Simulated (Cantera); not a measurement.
Charge: 1 mol SiH4, 2.6 mol N2, held at 1875 K and 0.158 Torr.

Method: chemical equilibrium by Gibbs-energy minimisation in Cantera with the NASA 1993 tables (ideal gas, pure condensed phases). The tables' values for SiN are old estimates; treat these amounts as uncertain. Gases not in the tables: Si2H6 and higher silanes. Equilibrium is a limit: real reactors are often held back by kinetics, nucleation or transport.

| species | before | after |
|---|---|---|
| H2 | 0.395 | 0.508 |
| N2 | 0.532 | 0.492 |
| H | 0.0284 | 1.22e-6 |
| Si | 0.0431 | <1e-9 |
| SiH | 0.000364 | <1e-9 |
| Si2 | 0.000324 | <1e-9 |
| Si2N | 0.000242 | <1e-9 |
| SiN | 0.000163 | <1e-9 |
| Si3 | 7.40e-5 | <1e-9 |
| SiH2 | 1.96e-5 | <1e-9 |
| Si(l), mol | 0.780 | 0 |
| Si3N4(s), mol | 0 | 0.333 |
Gas species are given as mole fractions.

### Question
Name the change that produced these shifts.
A) pressure from 0.158 Torr to 75.0 Torr
B) pressure from 0.158 Torr to 0.0570 Torr
C) pressure from 0.158 Torr to 10.0 Torr
D) temperature from 1875 K to 1098.15 K

### Answer
D, temperature from 1875 K to 1098.15 K. N2 is the only nitrogen source here; it is nearly inert below about 1500 K, so the nitride shown seldom forms there in practice
